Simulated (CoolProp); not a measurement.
Vapour-liquid equilibrium of carbon dioxide (1) + CHF3 (R23) (2) at -33.75 °C; x and y are mole fractions of (1).

Computed with CoolProp (multi-fluid Helmholtz-energy mixture model, Span 1996 and Penoncello 2003; pair parameters Bell 2016).

```tsv
x	bubble pressure, mixture model (bar)	bubble pressure, Raoult's law (bar)	y, mixture model	y, Raoult's law
0.05	9.112	9.037	0.072	0.069
0.125	9.499	9.315	0.173	0.169
0.2	9.875	9.593	0.266	0.262
0.275	10.24	9.871	0.352	0.350
0.35	10.58	10.15	0.432	0.433
0.425	10.90	10.43	0.506	0.512
0.5	11.21	10.71	(withheld)	0.587
0.575	(withheld)	10.98	0.642	0.658
0.65	11.74	11.26	0.706	0.725
0.725	11.97	11.54	0.768	0.789
0.8	(withheld)	11.82	0.829	0.850
0.875	12.34	12.10	0.891	0.909
0.95	12.48	12.38	0.955	0.964
```

Question: Fill in the missing entries.

Answer: 
- 0.5, y, mixture model: 0.576
- 0.575, bubble pressure, mixture model (bar): 11.48
- 0.8, bubble pressure, mixture model (bar): 12.17

The largest gap from Raoult's law is +4.7 % in bubble pressure, at x = 0.5. No azeotrope shows between x = 0.05 and 0.95.

The pair parameters rest on a limited set of measurements; away from them the model extrapolates.
